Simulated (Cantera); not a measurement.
A closed system holds: 1 mol SiC, 0.16 mol H2O, 1 mol H2, at 0.133 bar.

Cantera equilibrium calculation (NASA polynomials, part measured and part estimated; ideal gas, pure solids and liquids). Candidate condensed phases: C, C6H6, C7H8, C8H18, H2O, Si, SiC, SiO2; 123 gas species. Gases not in the tables: Si2H6 and higher silanes. Kinetics and transport are ignored. All values below are at 2000 °C.

Base state: H2 0.853, CO 0.0631, SiO 0.0561, H 0.0212, Si 0.00541, SiH 0.000703, Si2C 0.000404, SiH2 0.000349 (mole fractions); condensed: SiC(s).

Problem. What changes in the equilibrium state with this change: H2O from 0.16 to 0.002 mol?

Solution. 
```json
[
 {"species": "H2", "before": "0.853", "after": "0.972"},
 {"species": "H", "before": "0.0212", "after": "0.0227"},
 {"species": "Si", "before": "0.00541", "after": "0.00199"},
 {"species": "CO", "before": "0.0631", "after": "0.00175"},
 {"species": "SiO", "before": "0.0561", "after": "0.000210"},
 {"species": "Si3", "before": "1.83e-5", "after": "9.06e-7"},
 {"species": "C2H2 (acetylene)", "before": "5.86e-5", "after": "0.000495"},
 {"species": "Si2", "before": "9.80e-5", "after": "1.32e-5"},
 {"species": "CH4", "before": "2.95e-6", "after": "1.05e-5"},
 {"species": "SiC(s), mol", "before": "0.915", "after": "0.997"}
]
```
